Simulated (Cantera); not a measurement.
A Cantera script and its output.

```python
import numpy as np
import cantera as ct

gas = ct.Solution("gri30.yaml")
gas.TPX = 375, 30000, {'CH4': 1, 'O2': 2.15, 'N2': 8.09}
flame = ct.FreeFlame(gas, width=0.093)
flame.set_refine_criteria(ratio=3, slope=0.08, curve=0.16)
flame.transport_model = "unity-Lewis-number"
flame.solve(loglevel=0, auto=True)
z, T = flame.grid, flame.T
thick = (T[-1] - T[0]) / np.gradient(T, z).max()
show = ['CH4', 'O2', 'CH2', 'C2H2', 'H2O', 'NO']
print(f"laminar burning velocity  {flame.velocity[0] * 100:.3f} cm/s")
print(f"burnt temperature         {T[-1]:.1f} K")
print(f"thermal thickness         {thick * 1e3:.4f} mm")
print(f"grid points               {len(z)}")
z0 = z[flame.heat_release_rate.argmax()]
print(f"{'z/mm':>9s}{'T/K':>9s}{'u/(m/s)':>9s}" + "".join(f"{s:>11s}" for s in show))
rows = []
for k in (-3, -2, -1.5, -1, -0.5, -0.25, 0, 0.25, 0.5, 1, 2, 4, 8):
    zz = z0 + k * thick
    rows.append([k * thick, np.interp(zz, z, T), np.interp(zz, z, flame.velocity),
                 *(np.interp(zz, z, flame.X[gas.species_index(s)]) for s in show)])
    print(f"{rows[-1][0] * 1e3:9.3f}{rows[-1][1]:9.1f}{rows[-1][2]:9.3f}" + "".join(f"{x:11.3e}" for x in rows[-1][3:]))
```

Output:

```
laminar burning velocity  51.641 cm/s
burnt temperature         2185.3 K
thermal thickness         1.2991 mm
grid points               139
     z/mm      T/K  u/(m/s)        CH4         O2        CH2       C2H2        H2O         NO
   -3.897    375.1    0.517  8.896e-02  1.913e-01  1.975e-19  2.394e-09  8.893e-06  3.237e-10
   -2.598    376.6    0.519  8.887e-02  1.911e-01  5.893e-16  3.912e-08  1.453e-04  5.311e-09
   -1.949    384.8    0.530  8.838e-02  1.904e-01  1.004e-13  2.449e-07  9.096e-04  3.375e-08
   -1.299    442.1    0.610  8.493e-02  1.852e-01  1.567e-11  1.689e-06  6.272e-03  2.516e-07
   -0.650    822.4    1.145  6.060e-02  1.487e-01  2.322e-08  1.192e-05  4.411e-02  2.176e-06
   -0.325   1223.9    1.725  3.241e-02  1.059e-01  3.510e-06  2.459e-05  8.802e-02  4.593e-06
    0.000   1621.7    2.318  5.627e-03  5.793e-02  3.170e-05  3.268e-05  1.336e-01  7.971e-06
    0.325   1749.0    2.505  1.823e-04  3.722e-02  2.395e-06  2.595e-06  1.472e-01  1.131e-05
    0.650   1785.4    2.552  3.293e-06  3.258e-02  4.932e-08  4.067e-08  1.476e-01  1.338e-05
    1.299   1835.0    2.614  5.886e-09  2.970e-02  1.054e-10  4.791e-11  1.484e-01  1.615e-05
    2.598   1901.7    2.694  4.547e-14  2.735e-02  1.244e-15  1.793e-16  1.522e-01  2.054e-05
    5.196   1978.9    2.787  1.459e-17  2.483e-02  2.200e-17  1.588e-22  1.575e-01  2.791e-05
   10.393   2053.4    2.875  5.058e-18  2.212e-02  8.794e-18  9.089e-23  1.626e-01  4.123e-05
```

Model: GRI-Mech 3.0 (53 species, 325 reactions), integrated in Cantera. Unity Lewis numbers drop preferential diffusion, which matters most where H2 and H carry the flame. Burning velocities carry a grid error of a few per cent, more on coarse grids.
